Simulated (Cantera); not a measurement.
Input (Python, Cantera) and output of one run.

```python
import numpy as np
import cantera as ct

gas_names = """
    Fe H H2 H2S S SH S2 S8
""".split()
cond_names = """
    Fe(a) Fe(c) Fe(d) Fe(L) FeS(a) FeS(b) FeS(c) FeS(L) FeS2(s) S(cr1) S(cr2) S(L)
""".split()


# ... load() reads the species with a 1 bar reference pressure and builds the phases ...
atoms = {
    'FeS': {'Fe': 1, 'S': 1},
    'H2': {'H': 2},
}
top_T = {'FeS2(s)': 1010}  # K; cautious upper limits of use, not melting points


# ... equilibrate(T, P, feed) seeds the gas with the atoms and calls Mixture.equilibrate('TP', solver="vcs", rtol=1e-11, max_steps=5000) ...
results = []
feed = {'FeS': 1, 'H2': 0.33}  # mol
T = 1773  # K
P = 260  # Pa
mix = equilibrate(T, P, feed)
results.append((T, P, feed, dict(zip(mix.species_names, mix.species_moles))))
print(gas.report(threshold=0.0001))
for i in range(1, mix.n_phases):
    print(f"{mix.phase(i).name:16s} {mix.phase_moles(i):12.5e} mol")
```

It prints:

```
       temperature   1773 K
          pressure   260 Pa
           density   0.00020733 kg/m^3
  mean mol. weight   11.755 kg/kmol
   phase of matter   gas

                          1 kg             1 kmol
                     ---------------   ---------------
          enthalpy        6.0132e+06        7.0685e+07  J
   internal energy        4.7591e+06        5.5943e+07  J
           entropy             21820         2.565e+05  J/K
    Gibbs function       -3.2674e+07       -3.8409e+08  J
 heat capacity c_p            2927.6             34414  J/K
 heat capacity c_v            2220.3             26099  J/K

                      mass frac. Y      mole frac. X     chem. pot. / RT
                     ---------------   ---------------   ---------------
                Fe          0.036131         0.0076053           -7.1317
                 H        0.00043308         0.0050504           -12.627
                H2           0.14054           0.81946           -25.255
               H2S          0.052261          0.018028           -40.639
                 S           0.01158         0.0042459           -15.384
                SH          0.037472          0.013321           -28.012
                S2           0.72158           0.13229           -30.768
     [   +1 minor]        3.5816e-22        1.6415e-23

Fe(d)             1.14029e-01 mol
FeS(L)            8.83007e-01 mol
S(L)              0.00000e+00 mol
```

Equilibrium computed with Cantera from the NASA thermochemical tables; the gas is ideal and each condensed phase is pure. Metal and sulfide melt together well below either melting point, which pure phases cannot show. Mutual solubility and eutectic melting of coexisting phases are not modelled. FeS: taken at fixed stoichiometry.
